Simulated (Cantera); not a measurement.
Cantera run:

```python
import numpy as np
import cantera as ct

gas_names = [...]  # 109 gases of nasa_gas.yaml made of C, Cl, H, Si
cond_names = """
    C(gr) C6H6(L) C7H8(L) C8H18(L),n-octa Si(cr) Si(L) SiC(b)
""".split()


# ... load() reads the species with a 1 bar reference pressure and builds the phases ...
atoms = {
    'SiH2Cl2': {'Si': 1, 'H': 2, 'CL': 2},
    'CH4': {'C': 1, 'H': 4},
    'H2': {'H': 2},
}
top_T = {'C(gr)': 4500, 'SiC(b)': 3050}  # K; cautious upper limits of use, not melting points


# ... equilibrate(T, P, feed) seeds the gas with the atoms and calls Mixture.equilibrate('TP', solver="vcs", rtol=1e-11, max_steps=5000) ...
results = []
feed = {'SiH2Cl2': 1, 'CH4': 0.01, 'H2': 9.7}  # mol
P = 133.322  # Pa
for T in [2123, 2173, 2223, 2273, 2323, 2373, 2423, 2473, 2523, 2573, 2623, 2673]:
    mix = equilibrate(T, P, feed)
    results.append((T, P, feed, dict(zip(mix.species_names, mix.species_moles))))

top = {s: max(r[3][s] / sum(r[3][g] for g in gas_names) for r in results) for s in gas_names}
cols = sorted((s for s in top if top[s] > 1e-06), key=lambda s: -top[s])[:8]
seen = [c for c in cond_names if any(r[3].get(c, 0) > 1e-12 for r in results)]
print("log10 of partial pressures in bar; condensed amounts in mol")
print(f"{'T/K':>10s}" + "".join(f"{s[:9]:>10s}" for s in cols + seen))
for T, P, feed, n in results:
    ng = sum(n[g] for g in gas_names)
    print(f"{T:10.4g}" + "".join(f"{np.log10(max(n[s] / ng * P / 1e5, 1e-99)):10.3f}" for s in cols)
          + "".join(f"{n.get(c, 0):10.4g}" for c in seen))
```

It prints:

```
log10 of partial pressures in bar; condensed amounts in mol
       T/K        H2         H       HCL        CL        Si     SiCL2      SiCL       SiH
      2123    -3.016    -3.953    -3.835    -4.906    -4.141    -4.706    -5.238    -5.936
      2173    -3.036    -3.834    -3.823    -4.759    -4.111    -4.876    -5.277    -5.960
      2223    -3.058    -3.723    -3.825    -4.628    -4.091    -5.070    -5.334    -5.994
      2273    -3.085    -3.618    -3.840    -4.514    -4.081    -5.285    -5.408    -6.037
      2323    -3.116    -3.521    -3.866    -4.415    -4.078    -5.517    -5.496    -6.089
      2373    -3.153    -3.431    -3.905    -4.329    -4.082    -5.765    -5.597    -6.149
      2423    -3.197    -3.350    -3.954    -4.255    -4.092    -6.025    -5.707    -6.216
      2473    -3.250    -3.277    -4.016    -4.192    -4.105    -6.296    -5.825    -6.290
      2523    -3.312    -3.212    -4.088    -4.140    -4.121    -6.575    -5.950    -6.370
      2573    -3.384    -3.156    -4.171    -4.097    -4.139    -6.861    -6.081    -6.456
      2623    -3.466    -3.108    -4.265    -4.063    -4.158    -7.152    -6.215    -6.546
      2673    -3.557    -3.069    -4.368    -4.036    -4.176    -7.445    -6.350    -6.639
```

Method: chemical equilibrium by Gibbs-energy minimisation in Cantera with the NASA 1993 tables (ideal gas, pure condensed phases). The tables' values for SiCl, SiCl3 are old estimates; treat these amounts as uncertain. Gases not in the tables: Si2H6 and higher silanes.
